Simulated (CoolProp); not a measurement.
trans-2-butene at 293.15 K and 14.6 MPa is throttled through a valve to 0.755 MPa with no heat exchange. Each further row changes one setting.

Computed with CoolProp (reference Helmholtz-energy equation of state, Lemmon 2005). It is a short technical equation, of lower accuracy than the large ones.

```
case                       temperature change (K)                       final phase  final density (kg/m³)
-------------------------  ----------------------  --------------------------------  ---------------------
as stated                                    +4.7                            liquid                    600
outlet pressure 0.226 MPa                    +3.9  two-phase, vapour fraction 0.006                    366
outlet pressure 0.982 MPa                    +4.7                            liquid                    600
```
